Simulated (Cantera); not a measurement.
Feed: 1 mol C₃H₆, 1.8 mol H₂, 2.6 mol CO₂, equilibrated at 1.33 mbar.

Equilibrium computed with Cantera from the NASA thermochemical tables; the gas is ideal and each condensed phase is pure. Candidate condensed phases: C, C₆H₆, C₇H₈, C₈H₁₈, H₂O; 131 gas species. Ions and electrons are included (thermal ionisation). Rates play no part.

Question: What share of the C ends up in condensed phases as a function of T (°C), at 1727, 2227, 2727, 3227, 3727, 4227, 4727?

Answer: 
```json
[
 {"T (°C)": "1727", "C condensed (%)": "7.0", "as": "C(graphite)"},
 {"T (°C)": "2227", "C condensed (%)": "5.7", "as": "C(graphite)"},
 {"T (°C)": "2727", "C condensed (%)": "0.0", "as": "-"},
 {"T (°C)": "3227", "C condensed (%)": "0.0", "as": "-"},
 {"T (°C)": "3727", "C condensed (%)": "0.0", "as": "-"},
 {"T (°C)": "4227", "C condensed (%)": "0.0", "as": "-"},
 {"T (°C)": "4727", "C condensed (%)": "0.0", "as": "-"}
]
```
